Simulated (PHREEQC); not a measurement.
Dissolve 2.2 mol Na2CO3, 0.17 mol HCl and 0.13 mol NaCl per kg of water at 25 °C and 50 atm. Closed to the air; pH follows from the charge balance.

Equilibrium calculation in PHREEQC: Pitzer model, pitzer.dat.

Q: The ionic strength comes out as 6.56 mol/kgw. What activity coefficients do Na+, OH-, HCO3-, CO3-2, Cl- get?

A: Na+ 0.47, OH- 0.89, HCO3- 0.22, CO3-2 0.028, Cl- 0.63. Single-ion values are on the MacInnes scale.

No solid was allowed to form. In brines, pH and single-ion activities rest on the MacInnes convention. Under pressure, the constants of complexes without a molar volume in the database are unreliable.
